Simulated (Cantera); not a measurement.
Feed: 1 mol HMDSO, 2.2 mol NO, at 29000 Pa.

Method: chemical equilibrium by Gibbs-energy minimisation in Cantera with the NASA 1993 tables (ideal gas, pure condensed phases). Candidate condensed phases: C, C₆H₆, C₇H₈, C₈H₁₈, H₂O, Si, SiC, SiO₂, Si₂N₂O, Si₃N₄; 151 gas species. The feed counts by its element totals alone. Mutual solubility and eutectic melting of coexisting phases are not modelled. Rates play no part. All values below are at 1123 K.

Base state: H₂ 0.905, N₂ 0.0838, CH₄ 0.00697, CO 0.00392, H₂O 6.79e-5, NH₃ 2.03e-5 (mole fractions); condensed: C(graphite) + SiO₂(β-quartz) + Si₂N₂O(s).

Q: What changes in the equilibrium state with this change: HMDSO replaced by TEOS?

A: 
```tsv
species	before	after
H₂	0.905	0.648
CO	0.00392	0.271
N₂	0.0838	0.0725
CO₂	2.69e-7	0.00128
H₂O	6.79e-5	0.00336
CH₄	0.00697	0.00358
C(graphite), mol	5.89	3.82
SiO₂(β-quartz), mol	1.44	1.00
Si₂N₂O(s), mol	0.280	0
```

Q: What changes in the equilibrium state with this change: HMDSO replaced by SiH₂Cl₂?

A: 
```tsv
species	before	after
HCl	0	0.544
N₂	0.0838	0.352
H₂O	6.79e-5	0.0476
H₂	0.905	2.24e-9
Cl₂	0	0.0472
O₂	<1e-9	0.00819
CH₄	0.00697	0
CO	0.00392	0
C(graphite), mol	5.89	0
SiO₂(β-quartz), mol	1.44	1.00
Si₂N₂O(s), mol	0.280	0
```
Further candidate phases: NH₄Cl.

Q: What changes in the equilibrium state with this change: NO from 2.2 to 4.9 mol?

A: 
| species | before | after |
|---|---|---|
| H₂ | 0.905 | 0.669 |
| N₂ | 0.0838 | 0.185 |
| CO | 0.00392 | 0.141 |
| CO₂ | 2.69e-7 | 0.000347 |
| H₂O | 6.79e-5 | 0.00180 |
| CH₄ | 0.00697 | 0.00381 |
| HCN | 8.24e-6 | 1.05e-5 |
| NH₃ | 2.03e-5 | 1.91e-5 |
| C(graphite), mol | 5.89 | 4.08 |
| SiO₂(β-quartz), mol | 1.44 | 2.00 |
| Si₂N₂O(s), mol | 0.280 | 0 |
